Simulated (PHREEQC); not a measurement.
Solution (25 °C): 0.0021 mol/kgw HF, 9.7e-05 mol/kgw CsF and 0.00022 mol/kgw Na2SiO3. Closed to the air; pH follows from the charge balance.

All values are PHREEQC results (ion-association model, wateq4f.dat), not measurements.

No solid was allowed to form.

**Question.** Order these F species by the share of F that they hold, largest first: HF2-, SiF6-2, F-, HF, H2F2.

**Answer.** F- (48 %), HF (40 %), SiF6-2 (11 %), HF2- (0.33 %), H2F2 (0.19 %)

The pH is 3.23 and the ionic strength 0.00118 mol/kgw. Examples of supersaturated solids here: Quartz (slow to form). Others may be too. SiF6-2 is the database's only silicon fluoride.
